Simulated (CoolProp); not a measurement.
Vapour-liquid equilibrium of propane (1) + n-perfluorobutane (2) at 295.3 K; x and y are mole fractions of (1).

Model: multi-fluid Helmholtz-energy mixture model, Lemmon 2009 and Gao 2022; pair parameters Bell 2016, in CoolProp.

```tsv
x	bubble pressure, mixture model (bar)	bubble pressure, Raoult's law (bar)	y, mixture model	y, Raoult's law
0.05	?	2.757	0.290	0.160
0.125	4.623	3.238	0.495	0.342
0.2	5.608	3.719	0.598	0.476
0.275	6.370	4.200	0.660	0.579
0.35	?	4.681	0.701	0.662
0.425	7.392	5.162	0.731	0.729
0.5	7.740	5.642	0.756	0.784
0.575	8.025	6.123	0.778	0.831
0.65	8.269	6.604	0.801	0.871
0.725	8.485	7.085	0.826	0.905
0.8	8.672	7.566	0.856	0.936
0.875	?	8.047	0.896	0.962
0.95	8.880	8.528	0.950	0.986
```

Question: Complete the blanks.

Answer: 
- 0.05, bubble pressure, mixture model (bar): 3.391
- 0.35, bubble pressure, mixture model (bar): 6.949
- 0.875, bubble pressure, mixture model (bar): 8.816

The largest gap from Raoult's law is +51.7 % in bubble pressure, at x = 0.275. No azeotrope shows between x = 0.05 and 0.95.

Pair parameters are fitted to limited data, so mixtures are less certain than the pure fluids. With so large a gap from Raoult's law the liquid may split in two, which this calculation doesn't test in full.
